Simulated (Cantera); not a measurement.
## Moist CO burnout

An isothermal, constant-pressure homogeneous reactor starts with CO : O2 : H2O : N2 = 0.0035 : 0.037 : 0.02 : 1 (molar parts), equivalence ratio 0.047, at 1150 K and 83000 Pa.

Detailed kinetics in Cantera: GRI-Mech 3.0 (53 species, 325 reactions).

| t (s) | x CO | x O2 | x H2O | x H2O2 | x HO2 | x H2 | x NO2 |
|---|---|---|---|---|---|---|---|
| 2.00e-5 | 0.00330 | 0.0349 | 0.0189 | <1e-12 | 1.25e-12 | <1e-12 | <1e-12 |
| 0.000100 | 0.00330 | 0.0349 | 0.0189 | <1e-12 | 7.79e-12 | <1e-12 | <1e-12 |
| 0.000503 | 0.00330 | 0.0349 | 0.0189 | <1e-12 | 2.26e-10 | 3.00e-11 | <1e-12 |
| 0.00252 | 0.00330 | 0.0349 | 0.0189 | 7.70e-11 | 1.14e-7 | 1.86e-8 | <1e-12 |
| 0.0126 | 0.00130 | 0.0339 | 0.0188 | 2.52e-7 | 3.74e-6 | 2.04e-5 | 5.08e-11 |
| 0.0633 | 8.93e-5 | 0.0333 | 0.0189 | 3.72e-8 | 5.10e-7 | 1.18e-6 | 2.54e-10 |
| 0.317 | 2.71e-6 | 0.0333 | 0.0189 | 2.46e-9 | 2.18e-8 | 4.10e-8 | 1.74e-10 |
| 1.59 | 4.03e-8 | 0.0333 | 0.0189 | 1.88e-10 | 1.31e-9 | 1.94e-9 | 4.74e-11 |
| 7.98 | 1.33e-10 | 0.0333 | 0.0189 | 5.77e-11 | 7.86e-10 | 5.67e-10 | 4.75e-11 |
| 40.0 | 1.03e-10 | 0.0333 | 0.0189 | 4.76e-11 | 7.82e-10 | 4.94e-10 | 5.22e-11 |
x: mole fraction; the columns are a selection and need not sum to one.

Equilibrium at this temperature and pressure: CO 1.02e-10, O2 0.0333, H2O 0.0189, H2O2 4.72e-11, HO2 7.82e-10, H2 4.92e-10, NO2 4.52e-7 (gas phase only).
